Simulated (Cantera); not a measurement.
A closed system holds: 1 mol SiC, 0.0077 mol Si, 1.6 mol N₂, held at 1400 K and 0.0713 Torr.

These are equilibrium values from Cantera (NASA tables, ideal gas, pure condensed phases), not measurements of a reactor. Candidate condensed phases: C, Si, SiC, Si₃N₄; 20 gas species. N₂ is the only nitrogen source here; it is nearly inert below about 1500 K, so the nitride shown seldom forms there in practice. Mutual solubility and eutectic melting of coexisting phases are not modelled. The numbers say what is thermodynamically allowed, not how fast it happens.

Base state: N₂ 1.000 (mole fractions); condensed: SiC(s) + Si₃N₄(s).

**Question.** What changes in the equilibrium state with this change: pressure from 0.0713 Torr to 1 atm?

**Answer.** 
| species | before | after |
|---|---|---|
| N₂ | 1.000 | 1.00 |
| SiC(s), mol | 1.00 | 0 |
| Si₃N₄(s), mol | 0.00257 | 0.336 |
| C(graphite), mol | 0 | 1.00 |
